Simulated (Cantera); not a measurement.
## Counterflow diffusion flame

A counterflow diffusion flame at 120000 Pa, nozzles 20 mm apart: fuel side 100 % CH4 at 300 K, oxidiser side 21.0 % O2, 79.0 % N2 at 725 K, fuel mass flux 1.2 times the oxidiser's; mixture-averaged transport, no radiation.

Computed with Cantera and GRI-Mech 3.0 (53 species, 325 reactions). GRI-Mech 3.0 has no aromatics or soot, which form on the fuel side of real flames. The maximum strain rate includes the flame's own expansion and is several times the mean.

```
oxidiser flux (kg/m²/s)  max strain (1/s)  mean strain (1/s)  T max (K)  peak x OH  peak x H  peak x NO  peak x CO  peak x C2H2
-----------------------  ----------------  -----------------  ---------  ---------  --------  ---------  ---------  -----------
0.3                                   242               49.4       2224    0.00986   0.00472   0.000379     0.0626       0.0163
0.43                                  334               70.9       2208    0.00985   0.00495   0.000347     0.0612       0.0153
0.61                                  460                101       2194    0.00984   0.00519   0.000317     0.0602       0.0144
0.87                                  637                143       2181    0.00984   0.00546   0.000285     0.0596       0.0136
1.2                                   857                198       2167    0.00973   0.00565   0.000252     0.0590       0.0128
1.8                                  1250                297       2142    0.00941   0.00579   0.000203     0.0583       0.0115
2.6                                  1750                428       2117    0.00899   0.00583   0.000157     0.0580       0.0102
3.6                                  2380                593       2089    0.00847   0.00575   0.000117     0.0580      0.00887
5.2                                  3360                857       2046    0.00758   0.00537    7.13e-5     0.0581      0.00688
```
x: mole fraction; the columns are a selection and need not sum to one.
